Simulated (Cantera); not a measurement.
Charge: 1 mol Si, 0.42 mol CO2, 10 mol N2, equilibrated at 0.100 bar.

Method: chemical equilibrium by Gibbs-energy minimisation in Cantera with the NASA 1993 tables (ideal gas, pure condensed phases). Candidate condensed phases: C, Si, SiC, SiO2, Si2N2O, Si3N4; 34 gas species. N2 is the only nitrogen source here; it is nearly inert below about 1500 K, so the nitride shown seldom forms there in practice. Mutual solubility and eutectic melting of coexisting phases are not modelled. Equilibrium is a limit: real reactors are often held back by kinetics, nucleation or transport.

Question: Which condensed phases are stable at each of these points (T (K)): 1400, 1500, 1600, 1700, 1800, 1900, 2000, 2100?

Answer: 
| T (K) | condensed phases | Si condensed (%) |
|---|---|---|
| 1400 | C(graphite) + Si2N2O(s) | 100.0 |
| 1500 | C(graphite) + Si2N2O(s) | 100.0 |
| 1600 | C(graphite) + Si2N2O(s) | 100.0 |
| 1700 | SiC(s) + Si2N2O(s) | 99.6 |
| 1800 | SiC(s) + Si2N2O(s) | 96.9 |
| 1900 | SiC(s) + Si2N2O(s) | 81.2 |
| 2000 | Si(l) + SiC(s) | 35.9 |
| 2100 | Si(l) + SiC(s) | 42.9 |

From 1400 K to 1600 K the condensed part is C(graphite) + Si2N2O(s). From 1700 K to 1900 K the condensed part is SiC(s) + Si2N2O(s). From 2000 K to 2100 K the condensed part is Si(l) + SiC(s).
